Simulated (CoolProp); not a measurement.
Vapour-liquid equilibrium of dimethyl ether (1) + 1-butene (2) at 0.0208 MPa; x and y are mole fractions of (1).

Model: multi-fluid Helmholtz-energy mixture model, Wu 2011 and Lemmon 2005; pair parameters Bell 2016, in CoolProp.

```json
[
 {"x": "0.05", "bubble temperature (°C)": "-42.8", "y at the bubble point": "0.142", "dew temperature at overall composition x (°C)": "-41.6", "liquid density (mol/L)": "12.04"},
 {"x": "0.125", "bubble temperature (°C)": "___", "y at the bubble point": "0.303", "dew temperature at overall composition x (°C)": "-42.6", "liquid density (mol/L)": "12.35"},
 {"x": "0.2", "bubble temperature (°C)": "-47.1", "y at the bubble point": "0.423", "dew temperature at overall composition x (°C)": "-43.6", "liquid density (mol/L)": "12.67"},
 {"x": "0.275", "bubble temperature (°C)": "___", "y at the bubble point": "0.516", "dew temperature at overall composition x (°C)": "-44.8", "liquid density (mol/L)": "12.99"},
 {"x": "0.35", "bubble temperature (°C)": "-50.0", "y at the bubble point": "0.590", "dew temperature at overall composition x (°C)": "-45.9", "liquid density (mol/L)": "13.32"},
 {"x": "0.425", "bubble temperature (°C)": "-51.1", "y at the bubble point": "0.652", "dew temperature at overall composition x (°C)": "-47.1", "liquid density (mol/L)": "13.66"},
 {"x": "0.5", "bubble temperature (°C)": "-52.0", "y at the bubble point": "0.705", "dew temperature at overall composition x (°C)": "-48.4", "liquid density (mol/L)": "14.02"},
 {"x": "0.575", "bubble temperature (°C)": "-52.8", "y at the bubble point": "0.752", "dew temperature at overall composition x (°C)": "-49.7", "liquid density (mol/L)": "14.39"},
 {"x": "0.65", "bubble temperature (°C)": "-53.5", "y at the bubble point": "0.796", "dew temperature at overall composition x (°C)": "-51.0", "liquid density (mol/L)": "14.78"},
 {"x": "0.725", "bubble temperature (°C)": "-54.1", "y at the bubble point": "0.838", "dew temperature at overall composition x (°C)": "-52.3", "liquid density (mol/L)": "15.18"},
 {"x": "0.8", "bubble temperature (°C)": "-54.7", "y at the bubble point": "___", "dew temperature at overall composition x (°C)": "-53.5", "liquid density (mol/L)": "15.61"},
 {"x": "0.875", "bubble temperature (°C)": "-55.2", "y at the bubble point": "0.921", "dew temperature at overall composition x (°C)": "-54.6", "liquid density (mol/L)": "16.06"},
 {"x": "0.95", "bubble temperature (°C)": "-55.6", "y at the bubble point": "0.967", "dew temperature at overall composition x (°C)": "-55.5", "liquid density (mol/L)": "16.53"}
]
```

Question: Complete the blanks.

Answer: 
- 0.125, bubble temperature (°C): -45.2
- 0.275, bubble temperature (°C): -48.7
- 0.8, y at the bubble point: 0.879

No azeotrope shows between x = 0.05 and 0.95.

The pair parameters rest on a limited set of measurements; away from them the model extrapolates.
